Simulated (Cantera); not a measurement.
Input (Python, Cantera) and output of one run.

```python
import numpy as np
import cantera as ct

gas_names = """
    C CN CO CO2 C2 CCN CNC C2N2 C2O C3 C3O2 C4 C4N2 C5 N NCO NO NO2 NO3 N2 N2O O O2 O3 Si SiC SiC2 SiN
    SiO SiO2 Si2 Si2C Si2N Si3
""".split()
cond_names = """
    C(gr) Si(cr) Si(L) SiC(b) SiO2(Lqz) SiO2(hqz) SiO2(L) Si2N2O(s) Si3N4(a)
""".split()


# ... load() reads the species with a 1 bar reference pressure and builds the phases ...
atoms = {
    'Si': {'Si': 1},
    'CO2': {'C': 1, 'O': 2},
    'N2': {'N': 2},
    'O2': {'O': 2},
}
top_T = {'C(gr)': 4500, 'SiC(b)': 3050, 'Si2N2O(s)': 2100, 'Si3N4(a)': 2400}  # K; cautious upper limits of use, not melting points


# ... equilibrate(T, P, feed) seeds the gas with the atoms and calls Mixture.equilibrate('TP', solver="vcs", rtol=1e-11, max_steps=5000) ...
results = []
T = 2025  # K
P = 10000  # Pa
for m in [25, 64, 100, 140, 180, 220, 260, 300, 340, 380, 420, 450, 490]:
    feed = {'Si': 1, 'CO2': 0.15, 'N2': m, 'O2': 1.6}  # mol
    mix = equilibrate(T, P, feed)
    results.append((T, P, feed, dict(zip(mix.species_names, mix.species_moles))))
    x = sorted(zip(gas.X, gas.species_names), reverse=True)
    print(f"T = {T:g} K  P = {P:g} Pa  n(N2) = {m:g} mol  gas = {mix.phase_moles(0):.4g} mol")
    print("   x: " + "  ".join(f"{s} {v:.3e}" for v, s in x if v > 0.001))
    print("   condensed (mol): " + ("  ".join(f"{mix.phase(i).name} {mix.phase_moles(i):.4g}"
          for i in range(1, mix.n_phases) if mix.phase_moles(i) > 1e-12) or "none"))
```

Output:

```
T = 2025 K  P = 10000 Pa  n(N2) = 25 mol  gas = 25.76 mol
   x: N2 9.691e-01  O2 2.174e-02  CO2 5.627e-03  NO 2.925e-03
   condensed (mol): SiO2(L) 0.9997
T = 2025 K  P = 10000 Pa  n(N2) = 64 mol  gas = 64.76 mol
   x: N2 9.873e-01  O2 8.304e-03  CO2 2.192e-03  NO 1.825e-03
   condensed (mol): SiO2(L) 0.9989
T = 2025 K  P = 10000 Pa  n(N2) = 100 mol  gas = 100.8 mol
   x: N2 9.917e-01  O2 5.196e-03  NO 1.447e-03  CO2 1.390e-03
   condensed (mol): SiO2(L) 0.998
T = 2025 K  P = 10000 Pa  n(N2) = 140 mol  gas = 140.8 mol
   x: N2 9.939e-01  O2 3.631e-03  NO 1.211e-03
   condensed (mol): SiO2(L) 0.9967
T = 2025 K  P = 10000 Pa  n(N2) = 180 mol  gas = 180.8 mol
   x: N2 9.952e-01  O2 2.771e-03  NO 1.058e-03
   condensed (mol): SiO2(L) 0.9953
T = 2025 K  P = 10000 Pa  n(N2) = 220 mol  gas = 220.8 mol
   x: N2 9.960e-01  O2 2.228e-03
   condensed (mol): SiO2(L) 0.9937
T = 2025 K  P = 10000 Pa  n(N2) = 260 mol  gas = 260.8 mol
   x: N2 9.966e-01  O2 1.856e-03
   condensed (mol): SiO2(L) 0.9919
T = 2025 K  P = 10000 Pa  n(N2) = 300 mol  gas = 300.8 mol
   x: N2 9.970e-01  O2 1.586e-03
   condensed (mol): SiO2(L) 0.99
T = 2025 K  P = 10000 Pa  n(N2) = 340 mol  gas = 340.8 mol
   x: N2 9.973e-01  O2 1.381e-03
   condensed (mol): SiO2(L) 0.988
T = 2025 K  P = 10000 Pa  n(N2) = 380 mol  gas = 380.8 mol
   x: N2 9.976e-01  O2 1.221e-03
   condensed (mol): SiO2(L) 0.9858
T = 2025 K  P = 10000 Pa  n(N2) = 420 mol  gas = 420.8 mol
   x: N2 9.978e-01  O2 1.092e-03
   condensed (mol): SiO2(L) 0.9835
T = 2025 K  P = 10000 Pa  n(N2) = 450 mol  gas = 450.8 mol
   x: N2 9.979e-01  O2 1.012e-03
   condensed (mol): SiO2(L) 0.9817
T = 2025 K  P = 10000 Pa  n(N2) = 490 mol  gas = 490.8 mol
   x: N2 9.980e-01
   condensed (mol): SiO2(L) 0.9792
```

These are equilibrium values from Cantera (NASA tables, ideal gas, pure condensed phases), not measurements of a reactor. The tables hold silica as quartz up to 1696 K and as liquid above; real silica turns to tridymite and cristobalite and melts near 1996 K.
